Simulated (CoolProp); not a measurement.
Vapour-liquid equilibrium of CH2F2 (R32) (1) + R134a (2) at 0.008 MPa; x and y are mole fractions of (1).

Model: multi-fluid Helmholtz-energy mixture model, Tillner-Roth 1997 and Tillner-Roth 1994; pair parameters Lemmon 2004, in CoolProp.

Problem. Give the bubble temperature and the first vapour's composition at x = 0.05, 0.15, 0.55. Is there an azeotrope?

Solution. x = 0.05: 200.7 K, y = 0.208; x = 0.15: 196.7 K, y = 0.476; x = 0.55: 187.5 K, y = 0.867. No azeotrope shows between x = 0.05 and 0.95.

The pair parameters rest on a limited set of measurements; away from them the model extrapolates.
